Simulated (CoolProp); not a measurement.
Values from CoolProp's reference Helmholtz-energy equation of state, Gao 2020.

Q: Give the vapour pressure (kPa), liquid cp (kJ/(kg K)), surface tension (mN/m) of saturated ammonia at 347.3, 370.2 K.

A: 
| T (K) | p (kPa) | liquid cp (kJ/(kg K)) | surface tension (mN/m) |
|---|---|---|---|
| 347.3 | 3640 | 5.59 | 9.78 |
| 370.2 | 5900 | 6.73 | 5.33 |

Surface tension comes from a separate correlation (Mulero 2012).
